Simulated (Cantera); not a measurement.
A closed system holds: 1 mol SiC, 0.48 mol CO2, 14 mol H2, held at 1675 K and 660000 Pa.

Equilibrium computed with Cantera from the NASA thermochemical tables; the gas is ideal and each condensed phase is pure. Candidate condensed phases: C, C6H6, C7H8, C8H18, H2O, Si, SiC, SiO2; 123 gas species. Mutual solubility and eutectic melting of coexisting phases are not modelled. The tables hold silica as quartz up to 1696 K and as liquid above; real silica turns to tridymite and cristobalite and melts near 1996 K. The numbers say what is thermodynamically allowed, not how fast it happens.

Q: What is the equilibrium state?

A: 
| Quantity | Result |
|---|---|
| x(H2) | 0.953 |
| x(CO) | 0.0395 |
| x(CH4) | 0.00699 |
| x(SiO) | 0.000159 |
| x(H2O) | 0.000143 |
| x(C2H2 (acetylene)) | 5.18e-5 |
| x(H) | 4.41e-5 |
| x(C2H4) | 1.94e-5 |
| x(CH3) | 6.59e-6 |
| n(SiC(s)) | 0.805 mol |
| n(SiO2(β-quartz)) | 0.192 mol |
| gas amount | 14.47 mol |
| log10 activity of C(graphite) (absent) | -0.01 |
| log10 activity of Si(s) (absent) | -1.86 |
